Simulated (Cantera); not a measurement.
An isothermal, constant-pressure homogeneous reactor starts with CO : O₂ : H₂O : N₂ = 0.0049 : 0.023 : 0.035 : 1 (molar parts), at 1100 K and 7500 Torr. Integrator tolerance rtol = 1e-08.

Computed with Cantera and GRI-Mech 3.0 (53 species, 325 reactions).

Problem. What does this change do: 0.053 parts H2 added?

Solution. 
| quantity | before | after |
|---|---|---|
| x(CO) at 2.00 s | 8.46e-5 (gas-phase equilibrium 1.41e-11) | 0.00182 (gas-phase equilibrium 0.000580) |
| x(O₂) at 2.00 s | 0.0194 (gas-phase equilibrium 0.0194) | 2.48e-9 (gas-phase equilibrium <1e-12) |
| x(H₂O) at 2.00 s | 0.0330 (gas-phase equilibrium 0.0330) | 0.0714 (gas-phase equilibrium 0.0702) |
| x(CO₂) at 2.00 s | 0.00454 (gas-phase equilibrium 0.00462) | 0.00267 (gas-phase equilibrium 0.00390) |
| x(H) at 2.00 s | 7.24e-11 (gas-phase equilibrium <1e-12) | 1.91e-8 (gas-phase equilibrium 8.35e-10) |
The hydrogen kinetics of GRI-Mech 3.0 are dated; newer H2 mechanisms differ, most at raised pressure. The temperature is held fixed by assumption; the heat of reaction is taken as removed at once.

Problem. What does this change do: CO 0.0049 to 0.0006 parts?

Solution. 
| quantity | before | after |
|---|---|---|
| x(CO) at 2.00 s | 8.46e-5 (gas-phase equilibrium 1.41e-11) | 5.13e-5 (gas-phase equilibrium 1.65e-12) |
| x(O₂) at 2.00 s | 0.0194 (gas-phase equilibrium 0.0194) | 0.0215 (gas-phase equilibrium 0.0214) |
| x(H₂O) at 2.00 s | 0.0330 (gas-phase equilibrium 0.0330) | 0.0331 (gas-phase equilibrium 0.0331) |
| x(CO₂) at 2.00 s | 0.00454 (gas-phase equilibrium 0.00462) | 0.000516 (gas-phase equilibrium 0.000567) |
| x(H) at 2.00 s | 7.24e-11 (gas-phase equilibrium <1e-12) | 3.95e-11 (gas-phase equilibrium <1e-12) |
